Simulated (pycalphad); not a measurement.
**Phase fractions of Al-2.363Si-2.369Fe (wt.%)**

All values are pycalphad results on the COST 507 light-alloy database (1999) (1 atm), not direct measurements. The database dates from 1999; later assessments differ in places, in temperatures and in the compounds included. Phase fractions are per mole of atoms.

| T (K) | LIQUID | FCC_A1 | ALFESI_ALPHA | ALFESI_BETA | DIAMOND_A4 |
|---|---|---|---|---|---|
| 950 | 1.000 | - | - | - | - |
| 900 | 0.378 | 0.579 | 0.043 | - | - |
| 850 | - | 0.923 | - | 0.077 | - |
| 800 | - | [?] | - | 0.077 | [?] |
| 750 | - | 0.917 | - | 0.077 | 0.006 |
| 700 | - | [?] | - | 0.077 | [?] |
| 650 | - | 0.913 | - | 0.077 | 0.010 |
| 600 | - | 0.912 | - | 0.077 | 0.011 |
| 550 | - | 0.912 | - | 0.077 | 0.011 |
| 500 | - | 0.911 | - | 0.077 | 0.011 |

Task: Some entries are withheld; supply them.

Result: 
- 800, FCC_A1: 0.920
- 800, DIAMOND_A4: 0.002
- 700, FCC_A1: 0.914
- 700, DIAMOND_A4: 0.008

Database names, with the compositions (at.%) that they take in these runs: ALFESI_ALPHA: Al 73 Fe 19 Si 8; ALFESI_BETA: Al 70 Si 15 Fe 15. FCC_A1 is fcc; DIAMOND_A4 is diamond (Si).
